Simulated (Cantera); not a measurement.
Cantera run:

```python
import numpy as np
import cantera as ct

gas_names = """
    Electron C C+ C- CH CH+ CH2 CH3 CH2OH CH3O CH4 CH3OH CN CN+ CN- CO CO+ CO2 CO2+ COOH C2 C2+ C2- C2H
    CHCO,ketyl C2H2,acetylene C2H2,vinylidene CH2CO,ketene C2H3,vinyl CH3CN CH3CO,acetyl C2H4
    C2H4O,ethylen CH3CHO,ethanal CH3COOH (HCOOH)2 C2H5 C2H6 CH3OCH3 C2H5OH CCN CNC C2N2 C2O C3
    C3H3,propargyl C3H4,allene C3H4,propyne C3H4,cyclo- C3H5,allyl C3H6,propylene C3H6,cyclo- C3H6O
    C3H7,n-propyl C3H7,i-propyl C3H8 C3H8O,1propanol C3H8O,2propanol C3O2 C4 C4H2 C4H4,1,3-cyclo-
    C4H6,butadiene C4H6,2-butyne C4H6,cyclo- C4H8,1-butene C4H8,cis2-buten C4H8,tr2-butene
    C4H8,isobutene C4H8,cyclo- (CH3COOH)2 C4H9,n-butyl C4H9,i-butyl C4H9,s-butyl C4H9,t-butyl
    C4H10,isobutane C4H10,n-butane C4N2 C5 C5H6,1,3cyclo- C5H8,cyclo- C5H10,1-pentene C5H10,cyclo-
    C5H11,pentyl C5H11,t-pentyl C5H12,n-pentane C5H12,i-pentane CH3C(CH3)2CH3 C6H2 C6H5,phenyl
    C6H5O,phenoxy C6H6 C6H5OH,phenol C6H10,cyclo- C6H12,1-hexene C6H12,cyclo- C6H13,n-hexyl C7H7,benzyl
    C7H8 C7H8O,cresol C7H14,1-heptene C7H15,n-heptyl C7H16,n-heptane C8H8,styrene C8H10,ethylbenz
    C8H16,1-octene C8H17,n-octyl C8H18,isooctane C8H18,n-octane C9H19,n-nonyl C10H8,naphthale
    C10H21,n-decyl C12H9,o-bipheny C12H10,bipheny H H+ H- HCN HCO HCO+ HCCN HNC HNCO HNO HNO2 HNO3 HO2
    H2 H2+ H2- HCHO,formaldehy HCOOH H2O H2O+ H2O2 H3O+ N N+ N- NCO NH NH+ NH2 NH3 NH2OH NH4+ NO NO+ NO2
    NO2- NO3 NO3- N2 N2+ N2- N2H2 N2H4 N2O N2O+ O O+ O- OH OH+ OH- O2 O2+ O2- O3
""".split()
cond_names = """
    C(gr) C6H6(L) C7H8(L) C8H18(L),n-octa H2O(s) H2O(L)
""".split()


def load(file, names, dense=False):
    # The tables refer to 1 bar. Condensed volumes are neglected.
    table = {s.name: s for s in ct.Species.list_from_file(file)}
    out = []
    for n in names:
        d = dict(table[n].input_data)
        d["thermo"] = dict(d["thermo"], **{"reference-pressure": 1e5})
        if dense:
            d["equation-of-state"] = {"model": "constant-volume", "density": "1e6 g/cm^3"}
        out.append(ct.Species.from_dict(d))
    return out


gas = ct.Solution(thermo="ideal-gas", species=load("nasa_gas.yaml", gas_names))
cond = {s.name: ct.Solution(thermo="fixed-stoichiometry", species=[s], name=s.name)
        for s in load("nasa_condensed.yaml", cond_names, dense=True)}
atoms = {
    'CH4': {'C': 1, 'H': 4},
    'O2': {'O': 2},
    'N2': {'N': 2},
}
top_T = {'C(gr)': 4500}  # K; cautious upper limits of use, not melting points


def equilibrate(T, P, feed):
    n = {}
    for name, mol in feed.items():
        for a, k in atoms[name].items():
            n[a] = n.get(a, 0.0) + k * mol
    gas.TPX = T, P, n
    mass = sum(n.values()) * gas.mean_molecular_weight
    gas.equilibrate("TP")
    valid = [c for c in cond.values() if c.min_temp <= T <= top_T.get(c.name, c.max_temp)]
    mix = ct.Mixture([(gas, mass / gas.mean_molecular_weight)] + [(c, 0.0) for c in valid])
    mix.T, mix.P = T, P
    mix.equilibrate("TP", solver="vcs", rtol=1e-11, max_steps=5000)
    return mix


results = []
feed = {'CH4': 1, 'O2': 0.23, 'N2': 0.36}  # mol
P = 35000  # Pa
for T in [2500, 2750, 3000, 3250, 3500, 3750, 4000, 4250, 4500, 4750, 5000]:
    mix = equilibrate(T, P, feed)
    results.append((T, P, feed, dict(zip(mix.species_names, mix.species_moles))))

top = {s: max(r[3][s] / sum(r[3][g] for g in gas_names) for r in results) for s in gas_names}
cols = sorted((s for s in top if top[s] > 1e-05), key=lambda s: -top[s])[:9]
seen = [c for c in cond_names if any(r[3].get(c, 0) > 1e-12 for r in results)]
print("log10 of partial pressures in bar; condensed amounts in mol")
print(f"{'T/K':>10s}" + "".join(f"{s[:9]:>10s}" for s in cols + seen))
for T, P, feed, n in results:
    ng = sum(n[g] for g in gas_names)
    print(f"{T:10.4g}" + "".join(f"{np.log10(max(n[s] / ng * P / 1e5, 1e-99)):10.3f}" for s in cols)
          + "".join(f"{n.get(c, 0):10.4g}" for c in seen))
```

Result:

```
log10 of partial pressures in bar; condensed amounts in mol
       T/K         H        H2        CO        N2         C       HCN C2H2,acet        CN        C3     C(gr)
      2500    -1.917    -0.635    -1.251    -1.397    -6.779    -2.166    -2.601    -4.685    -6.304    0.4355
      2750    -1.505    -0.680    -1.263    -1.440    -5.423    -1.963    -2.230    -3.888    -4.773    0.3287
      3000    -1.184    -0.766    -1.287    -1.504    -4.295    -1.834    -1.972    -3.239    -3.506    0.1552
      3250    -0.943    -0.899    -1.328    -1.569    -3.419    -1.838    -1.969    -2.773    -2.671         0
      3500    -0.769    -1.081    -1.381    -1.607    -2.809    -2.006    -2.312    -2.505    -2.378         0
      3750    -0.666    -1.333    -1.432    -1.638    -2.345    -2.262    -2.833    -2.335    -2.321         0
      4000    -0.615    -1.634    -1.469    -1.661    -1.997    -2.582    -3.485    -2.242    -2.448         0
      4250    -0.595    -1.950    -1.493    -1.676    -1.757    -2.953    -4.242    -2.224    -2.758         0
      4500    -0.588    -2.254    -1.507    -1.683    -1.616    -3.365    -5.084    -2.277    -3.255         0
      4750    -0.586    -2.534    -1.516    -1.690    -1.546    -3.793    -5.956    -2.379    -3.866         0
      5000    -0.587    -2.790    -1.522    -1.706    -1.511    -4.212    -6.800    -2.503    -4.499         0
```

These are equilibrium values from Cantera (NASA tables, ideal gas, pure condensed phases), not measurements of a reactor.
